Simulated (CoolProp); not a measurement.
Aqueous ethanol as a coolant, 10 % by mass, freezing at -4.4 °C, 1 atm.

The numbers come from the Melinder's fits for secondary coolants in CoolProp.

```csv
T (°C),cp (kJ/(kg K)),density (kg/m³),conductivity (W/(m K)),viscosity (mPa s)
-0.2,4.403,985.0,0.502,3.35
6.9,4.367,…,0.512,2.43
13.9,4.331,983.3,0.521,1.87
21,4.299,981.6,0.530,1.48
28,4.277,979.4,0.538,…
35,…,976.8,0.547,1.01
```

### Question
What belongs in the gaps?

### Answer

- 6.9, density (kg/m³): 984.5
- 28, viscosity (mPa s): 1.21
- 35, cp (kJ/(kg K)): 4.267
